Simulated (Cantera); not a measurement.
**Ignition delay**

Mixture: CH₄ : O₂ : N₂ = 1 : 1.54 : 5.78 (molar parts), equivalence ratio 1.3, at 7.10 bar, adiabatic and at constant pressure. Ignition delay is the time to a rise of 400 K.

Computed with Cantera and GRI-Mech 3.0 (53 species, 325 reactions).

```csv
T0 (K),delay (ms)
1275,3.16
1350,1.34
1425,0.602
1500,0.281
1575,0.138
1650,0.0708
1725,0.0384
```

- apparent activation energy between 1575 and 1725 K: 190 kJ/mol
